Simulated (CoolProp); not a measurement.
Vapour-liquid equilibrium of ethanol (1) + o-xylene (2) at 46.6 kPa; x and y are mole fractions of (1).

The numbers come from the multi-fluid Helmholtz-energy mixture model, Schroeder 2014 and Zhou 2012; pair parameters Bell 2016 in CoolProp.

```
x      bubble temperature (°C)  y at the bubble point  dew temperature at overall composition x (°C)  liquid density (mol/L)
-----  -----------------------  ---------------------  ---------------------------------------------  ----------------------
0.05                      86.8                  0.656                                          115.6                       ?
0.125                     72.3                  0.816                                              ?                   8.377
0.2                       67.1                  0.857                                          110.3                   8.771
0.275                     65.0                  0.873                                          107.3                   9.174
0.35                      64.0                  0.881                                          104.1                   9.607
0.425                        ?                  0.884                                          100.6                   10.08
0.5                       63.3                  0.887                                           96.7                   10.61
0.575                     63.1                      ?                                           92.3                       ?
0.65                      62.7                  0.895                                           87.3                   11.86
0.725                     62.2                  0.903                                           81.3                   12.61
0.8                       61.7                  0.917                                           74.0                   13.46
0.875                        ?                  0.938                                              ?                   14.43
0.95                      60.3                  0.971                                           60.7                   15.54
```

Fill in the missing entries.


- 0.05, liquid density (mol/L): 7.937
- 0.125, dew temperature at overall composition x (°C): 113.0
- 0.425, bubble temperature (°C): 63.6
- 0.575, y at the bubble point: 0.890
- 0.575, liquid density (mol/L): 11.20
- 0.875, bubble temperature (°C): 61.0
- 0.875, dew temperature at overall composition x (°C): 64.7

No azeotrope shows between x = 0.05 and 0.95.

Pair parameters are fitted to limited data, so mixtures are less certain than the pure fluids. With so large a gap from Raoult's law the liquid may split in two, which this calculation doesn't test in full.
